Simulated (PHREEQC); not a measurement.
**Leach liquor (model solution)**

Dissolve 0.016 mol/kgw HCl, 0.000195 mol/kgw LiCl and 0.00098 mol/kgw Na2SO4 at 7.7 °C. Closed to the air; pH follows from the charge balance.

All values are PHREEQC results (ion-association model, phreeqc.dat), not measurements.

No solid was allowed to form.

### Question
What pH, specific conductance does the model give?

### Answer
pH 1.85; specific conductance 4020 µS/cm.

### Question
In which forms is S present?

### Answer
SO4-2 60 %, HSO4- 39 % of the S.

At this temperature some constants are extrapolated from 25 °C, and those without enthalpy data are left unchanged.
